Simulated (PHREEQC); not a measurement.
Model water analysis in mg/kgw, 25 °C, pH 3.79, pe 10.8:

| constituent | mg/kgw |
|---|---|
| Na | 17.3 |
| K | 0.277 |
| Ca | 58.6 |
| Mg | 31.8 |
| Cl | 42.5 |
| S(6) as SO4 | 264 |
| Fe(3) | 0.0472 |
| Pb | 6.65 |
| Mn(2) | 0.07 |

Valence states are taken as typed.

Model: ion-association model, phreeqc.dat, run in PHREEQC.

The ionic strength comes out as 0.0102 mol/kgw. What activity coefficients do Mg+2, SO4-2, Cl-, H+, HSO4- get?

Mg+2 0.67, SO4-2 0.67, Cl- 0.90, H+ 0.91, HSO4- 0.90.

This is a speciation only: nothing precipitates in the calculation. Examples of supersaturated solids here: Anglesite, Hematite (slow to form). Others may be too. Species that the database lacks are ignored.
